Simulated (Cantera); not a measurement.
Charge: 1 mol PbO, 0.054 mol H2, 11 mol N2, at 0.100 bar.

Equilibrium computed with Cantera from the NASA thermochemical tables; the gas is ideal and each condensed phase is pure. Candidate condensed phases: H2O, Pb, PbO, PbO2, Pb3O4; 27 gas species. Each liquid is taken as pure. Mutual solubility and eutectic melting of coexisting phases are not modelled. Gases not in the tables: (PbO)n polymers. The numbers say what is thermodynamically allowed, not how fast it happens.

Problem. Which condensed phases are stable at each of these points (T (°C)): 802, 827, 852, 877, 902, 927, 952, 977, 1002, 1027, 1052, 1077?

Solution. 
```csv
T (°C),condensed phases,Pb condensed (%)
802,Pb(l) + PbO(yellow),99.1
827,Pb(l) + PbO(yellow),98.6
852,Pb(l) + PbO(yellow),97.8
877,Pb(l) + PbO(yellow),96.5
902,Pb(l) + PbO(l),94.7
927,PbO(l),93.8
952,PbO(l),93.3
977,PbO(l),92.6
1002,PbO(l),91.4
1027,PbO(l),89.5
1052,PbO(l),86.8
1077,PbO(l),82.7
```

From 802 °C to 877 °C the condensed part is Pb(l) + PbO(yellow). At 902 °C the condensed part is Pb(l) + PbO(l). From 927 °C to 1077 °C the condensed part is PbO(l). The share of Pb in condensed phases is highest at 802 °C (99.1 %) and lowest at 1077 °C (82.7 %).
